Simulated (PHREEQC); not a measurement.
Solution (25 °C): 0.21 mol HCl, 0.018 mol MnSO4 and 0.0002 mol Na2SO4 per kg of water. Closed to the air; pH follows from the charge balance.

Model: ion-association model, phreeqc.dat, run in PHREEQC.

### Question
The ionic strength comes out as 0.243 mol/kgw. What activity coefficients do Mn+2, MnCl+, SO4-2, H+, NaSO4- get?

### Answer
Mn+2 0.31, MnCl+ 0.73, SO4-2 0.27, H+ 0.79, NaSO4- 0.73.

Precipitation was switched off in this run. Species that the database lacks are ignored.
